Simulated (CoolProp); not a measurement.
Vapour-liquid equilibrium of carbon dioxide (1) + R125 (2) at 8.33 bar; x and y are mole fractions of (1).

Computed with CoolProp (multi-fluid Helmholtz-energy mixture model, Span 1996 and Lemmon 2005; pair parameters Bell 2016).

```csv
x,bubble temperature (°C),y at the bubble point,dew temperature at overall composition x (°C),liquid density (mol/L)
0.05,0.6,0.191,5.4,11.25
0.125,-8.0,0.412,2.9,12.04
0.2,-15.1,0.566,0.3,12.83
0.275,-20.8,0.671,-2.5,13.64
0.35,-25.4,0.744,-5.4,14.47
0.425,-29.1,0.798,-8.6,15.35
0.5,-32.2,0.838,-11.9,16.29
0.575,-34.7,0.870,-15.6,17.30
0.65,-36.9,0.897,-19.6,18.41
0.725,-38.9,0.921,-24.1,19.65
0.8,-40.6,0.943,-29.3,21.05
0.875,-42.3,0.964,-35.1,22.63
0.95,-43.9,0.985,-41.2,24.44
```

No azeotrope shows between x = 0.05 and 0.95.

The pair parameters rest on a limited set of measurements; away from them the model extrapolates.
